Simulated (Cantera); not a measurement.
An isothermal, constant-pressure homogeneous reactor starts with CH2O : O2 : N2 = 0.029 : 0.052 : 1 (molar parts), equivalence ratio 0.56, at 1275 K and 3900 Torr.

Computed with Cantera and GRI-Mech 3.0 (53 species, 325 reactions). The temperature is held fixed by assumption; the heat of reaction is taken as removed at once.

x: mole fraction; the columns are a selection and need not sum to one.

```json
[
 {"t (s)": "1.00e-6", "x CH2O": "0.0268", "x O2": "0.0481", "x CH2": "<1e-12", "x NO": "<1e-12", "x H2": "2.72e-7", "x NO2": "<1e-12", "x CH3": "<1e-12"},
 {"t (s)": "2.90e-6", "x CH2O": "0.0268", "x O2": "0.0481", "x CH2": "<1e-12", "x NO": "<1e-12", "x H2": "1.03e-6", "x NO2": "<1e-12", "x CH3": "<1e-12"},
 {"t (s)": "8.42e-6", "x CH2O": "0.0268", "x O2": "0.0481", "x CH2": "<1e-12", "x NO": "<1e-12", "x H2": "[?]", "x NO2": "<1e-12", "x CH3": "<1e-12"},
 {"t (s)": "2.44e-5", "x CH2O": "0.0266", "x O2": "0.0479", "x CH2": "<1e-12", "x NO": "<1e-12", "x H2": "4.65e-5", "x NO2": "<1e-12", "x CH3": "1.74e-11"},
 {"t (s)": "7.09e-5", "x CH2O": "[?]", "x O2": "0.0452", "x CH2": "1.97e-11", "x NO": "<1e-12", "x H2": "[?]", "x NO2": "<1e-12", "x CH3": "5.01e-10"},
 {"t (s)": "0.000206", "x CH2O": "0.000385", "x O2": "0.0361", "x CH2": "7.59e-12", "x NO": "2.38e-10", "x H2": "0.00517", "x NO2": "2.33e-11", "x CH3": "6.15e-10"},
 {"t (s)": "0.000597", "x CH2O": "7.23e-11", "x O2": "0.0282", "x CH2": "<1e-12", "x NO": "1.33e-7", "x H2": "0.000168", "x NO2": "4.29e-9", "x CH3": "<1e-12"},
 {"t (s)": "0.00173", "x CH2O": "1.22e-11", "x O2": "0.0243", "x CH2": "<1e-12", "x NO": "1.73e-7", "x H2": "7.40e-5", "x NO2": "9.47e-9", "x CH3": "<1e-12"},
 {"t (s)": "0.00503", "x CH2O": "<1e-12", "x O2": "0.0220", "x CH2": "<1e-12", "x NO": "1.92e-7", "x H2": "1.88e-5", "x NO2": "2.27e-8", "x CH3": "<1e-12"},
 {"t (s)": "0.0146", "x CH2O": "<1e-12", "x O2": "0.0214", "x CH2": "<1e-12", "x NO": "1.95e-7", "x H2": "2.46e-6", "x NO2": "3.37e-8", "x CH3": "<1e-12"},
 {"t (s)": "0.0423", "x CH2O": "<1e-12", "x O2": "0.0213", "x CH2": "<1e-12", "x NO": "2.18e-7", "x H2": "1.77e-7", "x NO2": "1.44e-8", "x CH3": "<1e-12"},
 {"t (s)": "0.123", "x CH2O": "<1e-12", "x O2": "0.0213", "x CH2": "<1e-12", "x NO": "2.31e-7", "x H2": "1.17e-8", "x NO2": "2.79e-9", "x CH3": "<1e-12"},
 {"t (s)": "0.356", "x CH2O": "<1e-12", "x O2": "0.0213", "x CH2": "<1e-12", "x NO": "2.32e-7", "x H2": "4.85e-9", "x NO2": "1.98e-9", "x CH3": "<1e-12"},
 {"t (s)": "1.03", "x CH2O": "<1e-12", "x O2": "0.0213", "x CH2": "<1e-12", "x NO": "2.32e-7", "x H2": "4.49e-9", "x NO2": "2.02e-9", "x CH3": "<1e-12"},
 {"t (s)": "3.00", "x CH2O": "<1e-12", "x O2": "0.0213", "x CH2": "<1e-12", "x NO": "2.32e-7", "x H2": "4.48e-9", "x NO2": "2.02e-9", "x CH3": "<1e-12"}
]
```

### Question
Some entries are withheld; supply them.

### Answer

- 8.42e-6, x H2: 5.02e-6
- 7.09e-5, x CH2O: 0.0219
- 7.09e-5, x H2: 0.00109
